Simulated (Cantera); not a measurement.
A closed system holds: 1 mol Al, 8.8 mol NH3, 850 mol N2, 6 mol HCl, held at 1330 Pa.

Method: chemical equilibrium by Gibbs-energy minimisation in Cantera with the NASA 1993 tables (ideal gas, pure condensed phases). Candidate condensed phases: Al, AlCl3, AlN, NH4Cl; 20 gas species. Kinetics and transport are ignored.

Q: Which condensed phases are stable at each of these points (T (K)): 1348, 1448, 1548, 1648, 1748, 1848, 1948, 2048, 2148, 2248?

A: 
| T (K) | condensed phases | Al condensed (%) |
|---|---|---|
| 1348 | AlN(s) | 24.8 |
| 1448 | gas only | 0.0 |
| 1548 | gas only | 0.0 |
| 1648 | gas only | 0.0 |
| 1748 | gas only | 0.0 |
| 1848 | gas only | 0.0 |
| 1948 | gas only | 0.0 |
| 2048 | gas only | 0.0 |
| 2148 | gas only | 0.0 |
| 2248 | gas only | 0.0 |

At 1348 K the condensed part is AlN(s). From 1448 K to 2248 K nothing is condensed.
